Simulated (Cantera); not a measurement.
Mixture: H₂ : O₂ : N₂ = 1 : 0.526 : 1.98 (molar parts), at 3.10 bar, adiabatic and at constant volume. Ignition delay is the time to a rise of 400 K.

Cantera simulation using the H2/O2 subset of GRI-Mech 3.0, which has no nitrogen chemistry; the numbers are that mechanism's predictions, not measurements. The hydrogen kinetics of GRI-Mech 3.0 are dated; newer H2 mechanisms differ, most at raised pressure.

Q: What does this change do: pressure from 3.10 bar to 6.30 bar?

A: 
```json
[
 {"quantity": "delay at 950 K", "before": "46.1 ms", "after": "35.7 ms"},
 {"quantity": "delay at 1050 K", "before": "1.31 ms", "after": "2.77 ms"},
 {"quantity": "delay at 1150 K", "before": "29.3 µs", "after": "0.110 ms"},
 {"quantity": "delay at 1250 K", "before": "12.5 µs", "after": "8.50 µs"}
]
```
